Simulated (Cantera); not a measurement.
An isothermal, constant-pressure homogeneous reactor starts with C₂H₆ : N₂ = 1 : 5.8 (molar parts), at 1498 K and 1.00 atm.

Cantera simulation using GRI-Mech 3.0 (53 species, 325 reactions); the numbers are that mechanism's predictions, not measurements. GRI-Mech 3.0 stops at C3 and has no aromatics, soot or wall deposition, so with more carbon than oxygen in the feed, carbon stays in small species such as C2H2 where larger ones or solid carbon would form.

Problem. Predict: x(C₂H₆) at 200 s; x(C₂H₂) at 200 s; x(CH₃) at 200 s; x(C₂H₄) at 200 s; x(CH₄) at 200 s; x(H₂) at 200 s.

Solution. 
| Item | Result |
|---|---|
| x(C₂H₆) at 200 s | 9.60e-6 (gas-phase equilibrium 5.92e-6) |
| x(C₂H₂) at 200 s | 0.0996 (gas-phase equilibrium 0.0568) |
| x(CH₃) at 200 s | 1.86e-5 (gas-phase equilibrium 1.46e-5) |
| x(C₂H₄) at 200 s | 0.00560 (gas-phase equilibrium 0.00332) |
| x(CH₄) at 200 s | 0.0235 (gas-phase equilibrium 0.0188) |
| x(H₂) at 200 s | 0.193 (gas-phase equilibrium 0.201) |
